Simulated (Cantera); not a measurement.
**Equilibrium for chemical vapour transport: AlN + Br₂ + N₂**

Feed: 1 mol AlN, 0.45 mol Br₂, 1.3 mol N₂, held at 0.133 bar.

Method: chemical equilibrium by Gibbs-energy minimisation in Cantera with the NASA 1993 tables (ideal gas, pure condensed phases). Candidate condensed phases: Al, AlBr₃, AlN, Br₂; 10 gas species. Rates play no part.

```tsv
T (°C)	log p N₂	log p AlBr₃	log p AlBr	log p Br	log p Al₂Br₆	log p Br₂	log p Al	n AlN(s)
1052	-0.96	-1.64	-5.78	-4.49	-5.99	-7.01	-12.67	0.700
1102	-0.96	-1.64	-5.28	-4.28	-6.13	-6.88	-11.75	0.700
1152	-0.96	-1.64	-4.80	-4.08	-6.26	-6.75	-10.90	0.700
1202	-0.96	-1.64	-4.36	-3.90	-6.38	-6.63	-10.11	0.700
1252	-0.96	-1.64	-3.95	-3.73	-6.50	-6.52	-9.37	0.700
1302	-0.96	-1.65	-3.57	-3.57	-6.60	-6.41	-8.67	0.699
1352	-0.96	-1.65	-3.21	-3.42	-6.71	-6.32	-8.03	0.696
```
log p: log10 of the partial pressure in bar; n: condensed amount in mol.

From 1052 °C to 1352 °C the condensed part is AlN(s). The main Al-bearing gas is AlBr₃ throughout.
